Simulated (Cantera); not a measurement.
A Cantera script and what it prints.

```python
import numpy as np
import cantera as ct

gas_names = [...]  # 131 gases of nasa_gas.yaml made of C, H, O
cond_names = """
    C(gr) C6H6(L) C7H8(L) C8H18(L),n-octa H2O(s) H2O(L)
""".split()


# ... load() reads the species with a 1 bar reference pressure and builds the phases ...
atoms = {
    'acetone': {'C': 3, 'H': 6, 'O': 1},
    'H2': {'H': 2},
}
top_T = {'C(gr)': 4500}  # K; cautious upper limits of use, not melting points


# ... equilibrate(T, P, feed) seeds the gas with the atoms and calls Mixture.equilibrate('TP', solver="vcs", rtol=1e-11, max_steps=5000) ...
results = []
feed = {'acetone': 1, 'H2': 0.75}  # mol
P = 14  # Pa
for T in [3000, 3500, 4000, 4500, 5000]:
    mix = equilibrate(T, P, feed)
    results.append((T, P, feed, dict(zip(mix.species_names, mix.species_moles))))

top = {s: max(r[3][s] / sum(r[3][g] for g in gas_names) for r in results) for s in gas_names}
cols = sorted((s for s in top if top[s] > 1e-06), key=lambda s: -top[s])[:7]
seen = [c for c in cond_names if any(r[3].get(c, 0) > 1e-12 for r in results)]
print("log10 of partial pressures in bar; condensed amounts in mol")
print(f"{'T/K':>10s}" + "".join(f"{s[:9]:>10s}" for s in cols + seen))
for T, P, feed, n in results:
    ng = sum(n[g] for g in gas_names)
    print(f"{T:10.4g}" + "".join(f"{np.log10(max(n[s] / ng * P / 1e5, 1e-99)):10.3f}" for s in cols)
          + "".join(f"{n.get(c, 0):10.4g}" for c in seen))
```

It prints:

```
log10 of partial pressures in bar; condensed amounts in mol
       T/K         H         C        CO         O        C3        C2        H2
      3000    -3.971    -4.916    -4.842   -11.572    -5.369    -5.741    -6.339
      3500    -3.999    -4.582    -4.874    -9.208    -7.700    -6.595    -7.541
      4000    -4.000    -4.574    -4.877    -7.167   -10.178    -7.721    -8.405
      4500    -4.007    -4.548    -4.958    -5.673   -12.050    -8.560    -9.091
      5000    -4.031    -4.470    -5.519    -5.028   -13.376    -9.117    -9.679
```

Method: chemical equilibrium by Gibbs-energy minimisation in Cantera with the NASA 1993 tables (ideal gas, pure condensed phases). The feed counts by its element totals alone.
